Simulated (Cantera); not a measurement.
## PbCl2 + HCl + H2 (halide evaporation, hydrolysis and transport)

Input: 1 mol PbCl2, a varied amount of HCl, 0.16 mol H2, equilibrated at 1675 °C and 0.0100 bar.

Cantera equilibrium calculation (NASA polynomials, part measured and part estimated; ideal gas, pure solids and liquids). Candidate condensed phases: Pb, PbCl2; 10 gas species. The tables' values for PbCl4 are old estimates; treat these amounts as uncertain. Rates play no part.

From 0.11 mol HCl to 4.1 mol HCl nothing is condensed. The main Pb-bearing gas is PbCl throughout.

| n(HCl) (mol) | x HCl | x PbCl | x PbCl2 | x Cl | x Pb | x H2 | x Cl2 |
|---|---|---|---|---|---|---|---|
| 0.11 | 0.240 | 0.296 | 0.218 | 0.201 | 0.0433 | 0.000103 | 0.00111 |
| 0.15 | 0.256 | 0.290 | 0.211 | 0.198 | 0.0429 | 0.000119 | 0.00109 |
| 0.21 | 0.278 | 0.281 | 0.201 | 0.195 | 0.0423 | 0.000146 | 0.00105 |
| 0.29 | 0.306 | 0.271 | 0.189 | 0.190 | 0.0416 | 0.000185 | 0.00100 |
| 0.41 | 0.343 | 0.256 | 0.174 | 0.185 | 0.0407 | 0.000248 | 0.000941 |
| 0.57 | 0.386 | 0.239 | 0.156 | 0.177 | 0.0395 | 0.000341 | 0.000869 |
| 0.79 | 0.436 | 0.219 | 0.136 | 0.169 | 0.0381 | 0.000480 | 0.000786 |
| 1.1 | 0.492 | 0.197 | 0.114 | 0.158 | 0.0364 | 0.000695 | 0.000691 |
| 1.5 | 0.548 | 0.174 | 0.0939 | 0.147 | 0.0346 | 0.000998 | 0.000598 |
| 2.1 | 0.610 | 0.148 | 0.0729 | 0.134 | 0.0324 | 0.00149 | 0.000496 |
| 2.9 | 0.667 | 0.124 | 0.0549 | 0.121 | 0.0300 | 0.00219 | 0.000404 |
| 4.1 | 0.723 | 0.0992 | 0.0390 | 0.107 | 0.0271 | 0.00328 | 0.000316 |
x: gas mole fraction; nothing condenses.
